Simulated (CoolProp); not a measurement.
Isobutene at several states: Z from the reference equation and from simpler models built on Tc = 144.9 °C, pc = 4.016 MPa, ω = 0.193; each cubic takes its own stable root.

Computed with CoolProp (reference Helmholtz-energy equation of state, Lemmon 2005). It is a short technical equation, of lower accuracy than the large ones.

```tsv
T (°C)	p (MPa)	phase	reference
91.15	0.852	gas	0.8707
-57.65	0.262	liquid	0.01204
192.95	0.0149	gas	0.9991
-111.25	0.309	liquid	0.01748
-94.65	0.0201	liquid	0.001056
-101.45	13.1	liquid	0.7019
```

Question: How far does each simpler model (van der Waals, Redlich-Kwong, Soave-Redlich-Kwong, Peng-Robinson) lie from the reference over these 6 states: mean and median of the absolute difference, and the worst?

Answer: 
- van der Waals: mean 15636.8 %, median 61.2 %, worst +93631.1 % at -94.65 °C and 0.0201 MPa
- Redlich-Kwong: mean 6.5 %, median 9.2 %, worst +9.8 % at -111.25 °C and 0.309 MPa
- Soave-Redlich-Kwong: mean 5.8 %, median 8.1 %, worst +9.3 % at -111.25 °C and 0.309 MPa
- Peng-Robinson: mean 2.2 %, median 2.7 %, worst -4.5 % at -57.65 °C and 0.262 MPa

At some of these states van der Waals gives the other phase, because its saturation line lies elsewhere.
